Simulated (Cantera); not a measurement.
Input (Python, Cantera) and output of one run.

```python
import numpy as np
import cantera as ct

gas_names = [...]  # 114 gases of nasa_gas.yaml made of C, Fe, H, O
cond_names = """
    C(gr) C6H6(L) C7H8(L) C8H18(L),n-octa Fe(a) Fe(c) Fe(d) Fe(L) FeC5O5(L) FeO(s) FeO(L) Fe(OH)2(s)
    Fe(OH)3(s) Fe2O3(s) Fe3O4(s) H2O(s) H2O(L)
""".split()


# ... load() reads the species with a 1 bar reference pressure and builds the phases ...
atoms = {
    'Fe(CO)5': {'Fe': 1, 'C': 5, 'O': 5},
    'H2': {'H': 2},
}
top_T = {'C(gr)': 4500, 'Fe2O3(s)': 1830, 'Fe3O4(s)': 1870}  # K; cautious upper limits of use, not melting points


# ... equilibrate(T, P, feed) seeds the gas with the atoms and calls Mixture.equilibrate('TP', solver="vcs", rtol=1e-11, max_steps=5000) ...
results = []
T = 1373.15  # K
P = 100000  # Pa
for m in [0.38, 0.52, 0.7, 0.94, 1.3, 1.7, 2.3, 3.1, 4.2]:
    feed = {'Fe(CO)5': 1, 'H2': m}  # mol
    mix = equilibrate(T, P, feed)
    results.append((T, P, feed, dict(zip(mix.species_names, mix.species_moles))))

top = {s: max(r[3][s] / sum(r[3][g] for g in gas_names) for r in results) for s in gas_names}
cols = sorted((s for s in top if top[s] > 0.001), key=lambda s: -top[s])[:9]
seen = [c for c in cond_names if any(r[3].get(c, 0) > 1e-12 for r in results)]
print("log10 of partial pressures in bar; condensed amounts in mol")
print(f"{'n(H2)':>10s}" + "".join(f"{s[:9]:>10s}" for s in cols + seen))
for T, P, feed, n in results:
    ng = sum(n[g] for g in gas_names)
    print(f"{feed['H2']:10.4g}" + "".join(f"{np.log10(max(n[s] / ng * P / 1e5, 1e-99)):10.3f}" for s in cols)
          + "".join(f"{n.get(c, 0):10.4g}" for c in seen))
```

Result:

```
log10 of partial pressures in bar; condensed amounts in mol
     n(H2)        CO        H2       CO2       H2O       CH4     C(gr)     Fe(c)
      0.38    -0.033    -1.152    -2.710    -3.515    -4.603   0.01198         1
      0.52    -0.044    -1.027    -2.732    -3.401    -4.353   0.01215         1
       0.7    -0.058    -0.912    -2.760    -3.300    -4.123    0.0123         1
      0.94    -0.076    -0.802    -2.796    -3.208    -3.902   0.01241         1
       1.3    -0.101    -0.687    -2.847    -3.118    -3.672   0.01239         1
       1.7    -0.128    -0.597    -2.900    -3.055    -3.493   0.01214         1
       2.3    -0.165    -0.503    -2.975    -2.999    -3.305   0.01141         1
       3.1    -0.210    -0.419    -3.065    -2.959    -3.136  0.009909         1
       4.2    -0.266    -0.342    -3.175    -2.938    -2.983  0.007147         1
```

Equilibrium computed with Cantera from the NASA thermochemical tables; the gas is ideal and each condensed phase is pure. Condensed phases not in the tables: cementite and carbon dissolved in iron.
